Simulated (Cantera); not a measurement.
## Ammonia decomposition in nitride growth gas

An isothermal, constant-pressure homogeneous reactor starts with NH3 : H2 = 1 : 0.12 (molar parts), at 2225 K and 99000 Pa.

Cantera simulation using the gas-phase N/H chemistry of the illustrative SiF4/NH3 mechanism in the Surface Chemkin manual (1991); the numbers are that mechanism's predictions, not measurements. Walls and surfaces, which speed up NH3 decomposition in real reactors, are not modelled.

```
t (s)        x NH3   x H2      x N2     x NH      x N
--------  --------  -----  --------  -------  -------
2.00e-6      0.892  0.107   5.43e-9  4.60e-7  1.19e-9
5.97e-6      0.891  0.108   1.60e-6  5.22e-6  5.75e-8
1.78e-5      0.888  0.109  0.000176  3.07e-5  7.88e-7
5.32e-5      0.878  0.116   0.00257  5.31e-5  1.73e-6
0.000159     0.846  0.139    0.0110  5.50e-5  1.99e-6
0.000474     0.761  0.202    0.0336  5.70e-5  2.50e-6
0.00141      0.569  0.343    0.0845  5.67e-5  3.25e-6
0.00422      0.276  0.559     0.162  4.80e-5  3.91e-6
0.0126      0.0503  0.725     0.222  2.79e-5  4.18e-6
0.0376     0.00107  0.759     0.235  4.16e-6  1.67e-6
0.112     0.000131  0.759     0.235  5.58e-7  2.33e-7
0.335      3.61e-5  0.759     0.235  1.53e-7  6.41e-8
1.00       1.19e-5  0.759     0.235  5.07e-8  2.12e-8
```
x: mole fraction; the columns are a selection and need not sum to one.

Equilibrium at this temperature and pressure: NH3 4.57e-6, H2 0.759, N2 0.235, NH 1.94e-8, N 8.12e-9 (gas phase only).
